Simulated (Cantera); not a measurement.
Thermodynamics of iron carbonyl, mercury and lead vapours, feed PbO + H₂

Charge: 1 mol PbO, 0.8 mol H₂.

Cantera equilibrium calculation (NASA polynomials, part measured and part estimated; ideal gas, pure solids and liquids). Candidate condensed phases: H₂O, Pb, PbO, PbO₂, Pb₃O₄; 12 gas species. Each liquid is taken as pure. Mutual solubility and eutectic melting of coexisting phases are not modelled. Equilibrium is a limit: real reactors are often held back by kinetics, nucleation or transport.

Stable condensed phases:

```
T in °C \ P in Pa
              10      32     100     320    1000    3200   10000   32000  100000  320000 1000000
   1275        A       A       A       A       A       A       B       C       C       C       C
   1200        A       A       A       A       A       A       C       C       C       C       C
   1125        A       A       A       A       A       C       C       C       C       C       C
   1050        A       A       A       A       C       C       C       C       C       C       C
    975        A       A       A       C       C       C       C       C       C       C       C
    900        A       A       C       C       C       C       C       C       C       C       C
    825        D       C       C       C       C       C       C       C       C       C       C
    750        C       C       C       C       C       C       C       C       C       C       C
    675        C       C       C       C       C       C       C       C       C       C       C
    600        C       C       C       C       C       C       C       C       C       C       C
    525        C       C       C       C       C       C       C       C       C       C       C
```

A: gas only; B: Pb; C: Pb + PbO; D: PbO.
